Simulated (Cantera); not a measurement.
A perfectly stirred reactor is fed with CO : H2 : O2 : N2 = 1 : 0.8 : 2 : 7.52 (molar parts), at 165 Torr; it is adiabatic with a 573 K inlet, and is followed from long to short residence time, starting on the burning branch (τ in s: 0.092, 0.04, 0.018, 0.0078, 0.0034, 0.0015, 0.00065, 0.00029, 0.00013, 5.5e-05, 2.4e-05, 1.1e-05, 4.6e-06).

Computed with Cantera and GRI-Mech 3.0 (53 species, 325 reactions).

Question: What does this change do: inlet temperature 573 to 425 K?

Answer: 
| quantity | before | after |
|---|---|---|
| blow-out, bracketed by the residence times tried | burning at 0.650 ms, out at 0.290 ms | burning at 1.50 ms, out at 0.650 ms |
| x(CO) at τ = 92.0 ms | 0.00369 | 0.00298 |
| x(H2) at τ = 92.0 ms | 0.000731 | 0.000630 |
| x(O2) at τ = 92.0 ms | 0.105 | 0.105 |
| x(H) at τ = 92.0 ms | 0.000573 | 0.000495 |
| x(OH) at τ = 92.0 ms | 0.00361 | 0.00279 |
| x(CO) at τ = 0.650 ms | 0.0443 | 0.0883 |
| x(H2) at τ = 0.650 ms | 0.00724 | 0.0707 |
| x(O2) at τ = 0.650 ms | 0.124 | 0.177 |
| x(H) at τ = 0.650 ms | 0.0141 | <1e-12 |
| x(OH) at τ = 0.650 ms | 0.00285 | <1e-12 |
